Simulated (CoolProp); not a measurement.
n-decane along the isobar 5.08 bar: fugacity coefficient from the reference equation and from simpler models built on Tc = 617.7 K, pc = 21.01 bar, ω = 0.488; each cubic takes its own stable root.

The numbers come from the reference Helmholtz-energy equation of state, Lemmon 2006 in CoolProp. It is a short technical equation, of lower accuracy than the large ones.

```json
[
 {"T (K)": "363.1", "phase": "liquid", "reference": "0.01278", "van der Waals": "0.3076", "Redlich-Kwong": "0.06927", "Soave-Redlich-Kwong": "0.01264", "Peng-Robinson": "0.01330"},
 {"T (K)": "383.4", "phase": "liquid", "reference": "0.02846", "van der Waals": "0.4092", "Redlich-Kwong": "0.1200", "Soave-Redlich-Kwong": "0.02833", "Peng-Robinson": "0.02926"},
 {"T (K)": "403.7", "phase": "liquid", "reference": "0.05709", "van der Waals": "0.5278", "Redlich-Kwong": "0.1932", "Soave-Redlich-Kwong": "0.05727", "Peng-Robinson": "0.05830"},
 {"T (K)": "424", "phase": "liquid", "reference": "0.1049", "van der Waals": "0.6626", "Redlich-Kwong": "0.2925", "Soave-Redlich-Kwong": "0.1061", "Peng-Robinson": "0.1067"},
 {"T (K)": "444.3", "phase": "liquid", "reference": "0.1790", "van der Waals": "0.8127", "Redlich-Kwong": "0.4203", "Soave-Redlich-Kwong": "0.1822", "Peng-Robinson": "0.1818"},
 {"T (K)": "464.6", "phase": "liquid", "reference": "0.2863", "van der Waals": "0.8596", "Redlich-Kwong": "0.5779", "Soave-Redlich-Kwong": "0.2934", "Peng-Robinson": "0.2906"},
 {"T (K)": "484.9", "phase": "liquid", "reference": "0.4331", "van der Waals": "0.8730", "Redlich-Kwong": "0.7644", "Soave-Redlich-Kwong": "0.4463", "Peng-Robinson": "0.4399"},
 {"T (K)": "505.2", "phase": "liquid", "reference": "0.6242", "van der Waals": "0.8846", "Redlich-Kwong": "0.8564", "Soave-Redlich-Kwong": "0.6454", "Peng-Robinson": "0.6340"}
]
```

At some of these states van der Waals, Redlich-Kwong gives the other phase, because its saturation line lies elsewhere.
